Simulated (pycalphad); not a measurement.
## Phase fractions of Al-16.63Si-11.81Sn (at.%)

Source of the numbers: pycalphad with the COST 507 light-alloy database (1999); pressure 1 atm. The database dates from 1999; later assessments differ in places, in temperatures and in the compounds included. Not assessed as a whole: an extrapolation from subsystems, which can miss ternary compounds. Amounts are mole fractions of atoms.

```
T (K)  liquid  diamond (Si)    fcc
-----  ------  ------------  -----
1050    1.000             -      -
950     0.978         0.022      -
850         …             …      -
750     0.151         0.162  0.687
650         …             …      …
550     0.122         0.166  0.712
```

Task: Fill in the missing entries.

Result: 
- 850, liquid: 0.916
- 850, diamond (Si): 0.084
- 650, liquid: 0.130
- 650, diamond (Si): 0.165
- 650, fcc: 0.705
